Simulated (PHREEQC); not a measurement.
Make-up at 66 °C: 0.023 mol Fe2(SO4)3 and 0.00056 mol H3AsO4 per kg of water. Closed to the air; pH follows from the charge balance.

All values are PHREEQC results (ion-association model, wateq4f.dat), not measurements.

| Quantity | Value |
|---|---|
| pH | 2.50 |
| ionic strength | 0.0994 mol/kgw |
| total alkalinity | -92.6 meq/kg |

| species | molality | activity | log γ |
|---|---|---|---|
| FeSO4+ | 0.0282 | 0.0217 | -0.114 |
| SO4-2 | 0.0214 | 0.00742 | -0.460 |
| HSO4- | 0.00820 | 0.00625 | -0.118 |
| FeOH+2 | 0.00590 | 0.00206 | -0.456 |
| Fe(SO4)2- | 0.00529 | 0.00405 | -0.116 |
| H+ | 0.00384 | 0.00313 | -0.089 |
| Fe2(OH)2+4 | 0.00186 | 2.59e-5 | -1.857 |
| Fe(OH)2+ | 0.00111 | 0.000856 | -0.111 |
| Fe+3 | 0.000763 | 0.000120 | -0.804 |
| FeHSO4+2 | 0.000659 | 0.000226 | -0.464 |
| H2AsO4- | 0.000338 | 0.000258 | -0.116 |
| H3AsO4 | 0.000222 | 0.000228 | 0.010 |
| Fe3(OH)4+5 | 0.000133 | 1.66e-7 | -2.902 |
| Fe(OH)3 | 1.66e-7 | 1.69e-7 | 0.010 |
| HAsO4-2 | 1.95e-8 | 6.69e-9 | -0.464 |

No solid was allowed to form. The solution is supersaturated, for example in Hematite (slow to form), Goethite (slow to form), so a real one may precipitate; this is no full list. Species that the database lacks are ignored. The database's scorodite may be far more soluble than the real mineral, and it has no iron arsenate complexes; the constant wasn't checked at its source. At this temperature some constants are extrapolated from 25 °C, and those without enthalpy data are left unchanged.
